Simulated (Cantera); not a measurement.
What does this Cantera script print?

```python
import numpy as np
import cantera as ct

gas_names = """
    N NO NO2 NO3 N2 N2O O O2 O3 V VN VO VO2
""".split()
cond_names = """
    V(cr) V(L) VN(s) VO(s) VO(L) V2O3(s) V2O3(L) V2O4(I) V2O4(II) V2O4(L) V2O5(s) V2O5(L)
""".split()


# ... load() reads the species with a 1 bar reference pressure and builds the phases ...
atoms = {
    'V': {'V': 1},
    'N2O': {'N': 2, 'O': 1},
    'N2': {'N': 2},
}
top_T = {'VN(s)': 2300}  # K; cautious upper limits of use, not melting points


# ... equilibrate(T, P, feed) seeds the gas with the atoms and calls Mixture.equilibrate('TP', solver="vcs", rtol=1e-11, max_steps=5000) ...
results = []
feed = {'V': 1, 'N2O': 0.23, 'N2': 0.34}  # mol
T = 2023  # K
P = 27  # Pa
mix = equilibrate(T, P, feed)
results.append((T, P, feed, dict(zip(mix.species_names, mix.species_moles))))
x = sorted(zip(gas.X, gas.species_names), reverse=True)
print(f"T = {T:g} K  P = {P:g} Pa  gas = {mix.phase_moles(0):.4g} mol")
print("   x: " + "  ".join(f"{s} {v:.3e}" for v, s in x if v > 0.001))
print("   condensed (mol): " + ("  ".join(f"{mix.phase(i).name} {mix.phase_moles(i):.4g}"
      for i in range(1, mix.n_phases) if mix.phase_moles(i) > 1e-12) or "none"))
```

It prints:

```
T = 2023 K  P = 27 Pa  gas = 0.5835 mol
   x: N2 9.769e-01  V 1.204e-02  VO 1.022e-02
   condensed (mol): V(cr) 0.7635  VO(s) 0.2231
```

These are equilibrium values from Cantera (NASA tables, ideal gas, pure condensed phases), not measurements of a reactor. Mutual solubility and eutectic melting of coexisting phases are not modelled. VO: taken at fixed stoichiometry. Condensed phases not in the tables: V2N, N, O or C dissolved in the metal.
